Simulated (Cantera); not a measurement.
Charge: 1 mol HgO, 0.056 mol H2, at 100000 Pa.

These are equilibrium values from Cantera (NASA tables, ideal gas, pure condensed phases), not measurements of a reactor. Candidate condensed phases: H2O, Hg, HgO; 10 gas species. Rates play no part.

log p: log10 of the partial pressure in bar; n: condensed amount in mol.

```json
[
 {"T (K)": "548", "log p H2O": "-0.09", "log p Hg": "-0.74", "log p O2": "-6.06", "log p OH": "<-12", "log p O": "<-12", "n Hg(l)": "0.0434", "n HgO(s)": "0.944"},
 {"T (K)": "698", "log p H2O": "-0.47", "log p Hg": "-0.26", "log p O2": "-0.97", "log p OH": "-10.41", "log p O": "<-12", "n Hg(l)": "0", "n HgO(s)": "0.909"},
 {"T (K)": "848", "log p H2O": "-1.44", "log p Hg": "-0.18", "log p O2": "-0.51", "log p OH": "-8.64", "log p O": "<-12", "n Hg(l)": "0", "n HgO(s)": "0"},
 {"T (K)": "998", "log p H2O": "-1.44", "log p Hg": "-0.18", "log p O2": "-0.51", "log p OH": "___", "log p O": "___", "n Hg(l)": "0", "n HgO(s)": "0"},
 {"T (K)": "1148", "log p H2O": "-1.44", "log p Hg": "-0.18", "log p O2": "-0.51", "log p OH": "___", "log p O": "___", "n Hg(l)": "0", "n HgO(s)": "0"},
 {"T (K)": "1298", "log p H2O": "-1.44", "log p Hg": "-0.18", "log p O2": "-0.51", "log p OH": "-5.17", "log p O": "-7.02", "n Hg(l)": "0", "n HgO(s)": "0"},
 {"T (K)": "1448", "log p H2O": "-1.44", "log p Hg": "-0.18", "log p O2": "-0.51", "log p OH": "-4.49", "log p O": "-5.96", "n Hg(l)": "0", "n HgO(s)": "0"},
 {"T (K)": "1598", "log p H2O": "-1.44", "log p Hg": "-0.18", "log p O2": "-0.51", "log p OH": "-3.94", "log p O": "-5.10", "n Hg(l)": "0", "n HgO(s)": "0"}
]
```

**Question.** Some entries are withheld; supply them.

**Answer.** 
- 998, log p OH: -7.13
- 998, log p O: -10.09
- 1148, log p OH: -6.02
- 1148, log p O: -8.36
